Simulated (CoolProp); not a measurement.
Values from CoolProp's reference Helmholtz-energy equation of state, Bücker 2006.

Problem. For n-butane, give the phase and the speed of sound (m/s), conductivity (mW/(m K)), Prandtl number, fugacity coefficient at 334.4 K and 3.32 bar.

Solution. 
- 334.4 K and 3.32 bar: gas; speed of sound 214, conductivity 20.5, Prandtl number 0.790, fugacity coefficient 0.935

Viscosity comes from a separate model (Vogel 1999). Thermal conductivity comes from a separate model (Perkins 2002).
